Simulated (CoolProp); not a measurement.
Values from CoolProp's reference Helmholtz-energy equation of state, Wu 2012.

**Question.** Give the vapour pressure (MPa), liquid density (kg/m³), liquid cp (kJ/(kg K)) of saturated fluoroethane (R161) at 314.3, 324.7, 355.8 K.

**Answer.** 
| T (K) | p (MPa) | liquid density (kg/m³) | liquid cp (kJ/(kg K)) |
|---|---|---|---|
| 314.3 | 1.40 | 674 | 2.44 |
| 324.7 | 1.79 | 646 | 2.56 |
| 355.8 | 3.46 | 537 | 3.55 |
